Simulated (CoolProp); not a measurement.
R1224YDZ along the isotherm 473.1 K: density (kg/m³) from the reference equation and from simpler models built on Tc = 428.7 K, pc = 33.34 bar, ω = 0.325; each cubic takes its own stable root.

Model: reference Helmholtz-energy equation of state, Akasaka 2023, in CoolProp.

```json
[
 {"p (bar)": "6.41", "phase": "gas", "reference": "25.42"},
 {"p (bar)": "12.8", "phase": "gas", "reference": "53.61"},
 {"p (bar)": "19.2", "phase": "gas", "reference": "85.48"},
 {"p (bar)": "25.6", "phase": "gas", "reference": "122.1"},
 {"p (bar)": "32.1", "phase": "gas", "reference": "165.8"},
 {"p (bar)": "38.5", "phase": "supercritical", "reference": "217.7"},
 {"p (bar)": "44.9", "phase": "supercritical", "reference": "282.7"},
 {"p (bar)": "51.3", "phase": "supercritical", "reference": "369.3"},
 {"p (bar)": "57.7", "phase": "supercritical", "reference": "485.3"},
 {"p (bar)": "64.1", "phase": "supercritical", "reference": "592.4"},
 {"p (bar)": "70.5", "phase": "supercritical", "reference": "663.6"},
 {"p (bar)": "76.9", "phase": "supercritical", "reference": "712.6"},
 {"p (bar)": "83.4", "phase": "supercritical", "reference": "750.0"}
]
```

### Question
How far does each simpler model (ideal gas, van der Waals) lie from the reference over these 13 states: mean and median of the absolute difference, and the worst?

### Answer
- ideal gas: mean 37.7 %, median 40.0 %, worst -59.9 % at 473.1 K and 70.5 bar
- van der Waals: mean 8.5 %, median 6.9 %, worst -19.9 % at 473.1 K and 83.4 bar
